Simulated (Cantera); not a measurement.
Nitride etching: Si3N4 + H2

Feed: 1 mol Si3N4, 760 mol H2, held at 17.0 mbar.

These are equilibrium values from Cantera (NASA tables, ideal gas, pure condensed phases), not measurements of a reactor. Candidate condensed phases: Si, Si3N4; 18 gas species. Mutual solubility and eutectic melting of coexisting phases are not modelled. Gases not in the tables: Si2H6 and higher silanes. Rates play no part.

```json
[
 {"T (°C)": "600", "x H2": "1.00", "x H": "3.59e-10", "x N2": "8.41e-11", "x Si": "<1e-12", "n Si3N4(s)": "1.00", "n Si(s)": "0", "n Si(l)": "0"},
 {"T (°C)": "700", "x H2": "1.00", "x H": "8.29e-9", "x N2": "1.32e-9", "x Si": "<1e-12", "n Si3N4(s)": "1.000", "n Si(s)": "0", "n Si(l)": "0"},
 {"T (°C)": "800", "x H2": "1.00", "x H": "1.07e-7", "x N2": "2.03e-8", "x Si": "<1e-12", "n Si3N4(s)": "1.000", "n Si(s)": "0", "n Si(l)": "0"},
 {"T (°C)": "900", "x H2": "1.000", "x H": "9.04e-7", "x N2": "7.11e-7", "x Si": "2.91e-11", "n Si3N4(s)": "1.000", "n Si(s)": "0.000800", "n Si(l)": "0"},
 {"T (°C)": "1000", "x H2": "1.000", "x H": "5.47e-6", "x N2": "1.41e-5", "x Si": "1.06e-9", "n Si3N4(s)": "0.995", "n Si(s)": "0.0161", "n Si(l)": "0"},
 {"T (°C)": "1100", "x H2": "1.000", "x H": "2.55e-5", "x N2": "0.000181", "x Si": "2.28e-8", "n Si3N4(s)": "0.931", "n Si(s)": "0.206", "n Si(l)": "0"},
 {"T (°C)": "1200", "x H2": "0.998", "x H": "9.69e-5", "x N2": "0.00162", "x Si": "3.22e-7", "n Si3N4(s)": "0.382", "n Si(s)": "1.85", "n Si(l)": "0"},
 {"T (°C)": "1300", "x H2": "0.997", "x H": "0.000311", "x N2": "0.00262", "x Si": "3.23e-6", "n Si3N4(s)": "0", "n Si(s)": "2.99", "n Si(l)": "0"},
 {"T (°C)": "1400", "x H2": "0.996", "x H": "0.000872", "x N2": "0.00262", "x Si": "2.46e-5", "n Si3N4(s)": "0", "n Si(s)": "2.97", "n Si(l)": "0"},
 {"T (°C)": "1500", "x H2": "0.995", "x H": "0.00218", "x N2": "0.00262", "x Si": "0.000125", "n Si3N4(s)": "0", "n Si(s)": "0", "n Si(l)": "2.87"},
 {"T (°C)": "1600", "x H2": "0.992", "x H": "0.00493", "x N2": "0.00262", "x Si": "0.000519", "n Si3N4(s)": "0", "n Si(s)": "0", "n Si(l)": "2.51"},
 {"T (°C)": "1700", "x H2": "0.985", "x H": "0.0103", "x N2": "0.00260", "x Si": "0.00186", "n Si3N4(s)": "0", "n Si(s)": "0", "n Si(l)": "1.33"}
]
```
x: gas mole fraction; n: condensed amount in mol.

From 600 °C to 800 °C the condensed part is Si3N4(s). From 900 °C to 1200 °C the condensed part is Si(s) + Si3N4(s). From 1300 °C to 1400 °C the condensed part is Si(s). From 1500 °C to 1700 °C the condensed part is Si(l).
